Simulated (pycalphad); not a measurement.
Computed with pycalphad from the COST 507 light-alloy database (1999), at 1 atm. The data set is of 1999 and partly superseded. Phase fractions are per mole of atoms.

Q: Give the equilibrium state of Sn-66.15Si (wt.%) at 517 °C.

A: diamond (Si), fraction 0.892, with >99.99 Si wt.%; liquid, fraction 0.108, with 0.01 Si wt.%.
